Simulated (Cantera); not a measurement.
Input: 1 mol SiH₂Cl₂, 0.063 mol O₃, 5.6 mol N₂, equilibrated at 1.33 mbar.

Method: chemical equilibrium by Gibbs-energy minimisation in Cantera with the NASA 1993 tables (ideal gas, pure condensed phases). Candidate condensed phases: H₂O, NH₄Cl, Si, SiO₂, Si₂N₂O, Si₃N₄; 47 gas species. N₂ is the only nitrogen source here; it is nearly inert below about 1500 K, so the nitride shown seldom forms there in practice. Mutual solubility and eutectic melting of coexisting phases are not modelled. Equilibrium is a limit: real reactors are often held back by kinetics, nucleation or transport.

**Question.** What share of the Si ends up in condensed phases as a function of T (°C), at 650, 750, 850, 950, 1050, 1150, 1250, 1350?

**Answer.** 
```
T (°C)  Si condensed (%)                    as
------  ----------------  --------------------
650                 82.2  Si₂N₂O(s) + Si₃N₄(s)
750                 83.6  Si₂N₂O(s) + Si₃N₄(s)
850                 84.4  Si₂N₂O(s) + Si₃N₄(s)
950                 83.3  Si₂N₂O(s) + Si₃N₄(s)
1050                75.4  Si₂N₂O(s) + Si₃N₄(s)
1150                58.0  Si₂N₂O(s) + Si₃N₄(s)
1250                39.6  Si₂N₂O(s) + Si₃N₄(s)
1350                21.0             Si₂N₂O(s)
```
